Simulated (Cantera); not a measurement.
A Cantera script and what it prints.

```python
import numpy as np
import cantera as ct

gas_names = [...]  # 151 gases of nasa_gas.yaml made of C, H, N, O, Si
cond_names = """
    C(gr) C6H6(L) C7H8(L) C8H18(L),n-octa H2O(s) H2O(L) Si(cr) Si(L) SiC(b) SiO2(Lqz) SiO2(hqz) SiO2(L)
    Si2N2O(s) Si3N4(a)
""".split()


# ... load() reads the species with a 1 bar reference pressure and builds the phases ...
atoms = {
    'HMDSO': {'Si': 2, 'C': 6, 'H': 18, 'O': 1},
    'O2': {'O': 2},
    'N2': {'N': 2},
    'NO': {'N': 1, 'O': 1},
}
top_T = {'C(gr)': 4500, 'SiC(b)': 3050, 'Si2N2O(s)': 2100, 'Si3N4(a)': 2400}  # K; cautious upper limits of use, not melting points


# ... equilibrate(T, P, feed) seeds the gas with the atoms and calls Mixture.equilibrate('TP', solver="vcs", rtol=1e-11, max_steps=5000) ...
results = []
feed = {'HMDSO': 1, 'O2': 0.094, 'N2': 41, 'NO': 17}  # mol
P = 9.8  # Pa
for T in [798, 898, 998, 1098, 1198, 1298, 1398, 1498, 1598, 1698]:
    mix = equilibrate(T, P, feed)
    results.append((T, P, feed, dict(zip(mix.species_names, mix.species_moles))))
    x = sorted(zip(gas.X, gas.species_names), reverse=True)
    print(f"T = {T:g} K  P = {P:g} Pa  gas = {mix.phase_moles(0):.4g} mol")
    print("   x: " + "  ".join(f"{s} {v:.3e}" for v, s in x if v > 1e-06))
    print("   condensed (mol): " + ("  ".join(f"{mix.phase(i).name} {mix.phase_moles(i):.4g}"
          for i in range(1, mix.n_phases) if mix.phase_moles(i) > 1e-12) or "none"))
```

It prints:

```
T = 798 K  P = 9.8 Pa  gas = 64.5 mol
   x: N2 7.674e-01  H2 8.224e-02  CO2 6.965e-02  H2O 5.729e-02  CO 2.337e-02
   condensed (mol): SiO2(Lqz) 2
T = 898 K  P = 9.8 Pa  gas = 64.5 mol
   x: N2 7.674e-01  H2 7.476e-02  H2O 6.478e-02  CO2 6.217e-02  CO 3.086e-02
   condensed (mol): SiO2(hqz) 2
T = 998 K  P = 9.8 Pa  gas = 64.5 mol
   x: N2 7.674e-01  H2O 7.108e-02  H2 6.845e-02  CO2 5.586e-02  CO 3.716e-02
   condensed (mol): SiO2(hqz) 2
T = 1098 K  P = 9.8 Pa  gas = 64.5 mol
   x: N2 7.674e-01  H2O 7.626e-02  H2 6.327e-02  CO2 5.069e-02  CO 4.234e-02
   condensed (mol): SiO2(hqz) 2
T = 1198 K  P = 9.8 Pa  gas = 64.5 mol
   x: N2 7.674e-01  H2O 8.048e-02  H2 5.905e-02  CO 4.656e-02  CO2 4.647e-02  H 4.667e-06
   condensed (mol): SiO2(hqz) 2
T = 1298 K  P = 9.8 Pa  gas = 64.5 mol
   x: N2 7.674e-01  H2O 8.392e-02  H2 5.560e-02  CO 5.000e-02  CO2 4.302e-02  H 2.552e-05
   condensed (mol): SiO2(hqz) 2
T = 1398 K  P = 9.8 Pa  gas = 64.5 mol
   x: N2 7.674e-01  H2O 8.674e-02  CO 5.283e-02  H2 5.273e-02  CO2 4.019e-02  H 1.098e-04  OH 3.561e-06
   condensed (mol): SiO2(hqz) 2
T = 1498 K  P = 9.8 Pa  gas = 64.51 mol
   x: N2 7.673e-01  H2O 8.904e-02  CO 5.514e-02  H2 5.026e-02  CO2 3.787e-02  H 3.892e-04  OH 1.955e-05  SiO 9.318e-06
   condensed (mol): SiO2(hqz) 1.999
T = 1598 K  P = 9.8 Pa  gas = 64.55 mol
   x: N2 7.668e-01  H2O 9.087e-02  CO 5.694e-02  H2 4.793e-02  CO2 3.602e-02  H 1.177e-03  SiO 1.313e-04  OH 8.687e-05  NO 5.125e-06  O 1.775e-06  O2 1.539e-06
   condensed (mol): SiO2(hqz) 1.992
T = 1698 K  P = 9.8 Pa  gas = 64.7 mol
   x: N2 7.651e-01  H2O 9.252e-02  CO 5.779e-02  H2 4.488e-02  CO2 3.494e-02  H 3.094e-03  SiO 1.308e-03  OH 3.279e-04  NO 2.536e-05  O 1.811e-05  O2 1.679e-05  SiO2 5.424e-06
   condensed (mol): SiO2(L) 1.915
```

These are equilibrium values from Cantera (NASA tables, ideal gas, pure condensed phases), not measurements of a reactor. The feed counts by its element totals alone. The tables hold silica as quartz up to 1696 K and as liquid above; real silica turns to tridymite and cristobalite and melts near 1996 K.
